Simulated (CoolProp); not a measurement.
Hydrogen chloride at several states: fugacity coefficient from the reference equation and from simpler models built on Tc = 51.5 °C, pc = 83.14 bar, ω = 0.130; each cubic takes its own stable root.

Values from CoolProp's reference Helmholtz-energy equation of state, Thol 2018.

| T (°C) | p (bar) | phase | reference |
|---|---|---|---|
| -50.55 | 5.99 | liquid | 0.7927 |
| 258.65 | 457 | supercritical | 0.7583 |
| 280.05 | 49.4 | gas | 0.9629 |
| 166.35 | 305 | supercritical | 0.6318 |
| 91.55 | 151 | supercritical | 0.5926 |
| -8.15 | 1.44 | gas | 0.9876 |

Question: How far does each simpler model (van der Waals, Soave-Redlich-Kwong) lie from the reference over these 6 states: mean and median of the absolute difference, and the worst?

Answer: 
- van der Waals: mean 5.0 %, median 2.4 %, worst +19.7 % at -50.55 °C and 5.99 bar
- Soave-Redlich-Kwong: mean 4.9 %, median 3.1 %, worst +12.3 % at 258.65 °C and 457 bar

At some of these states van der Waals gives the other phase, because its saturation line lies elsewhere.
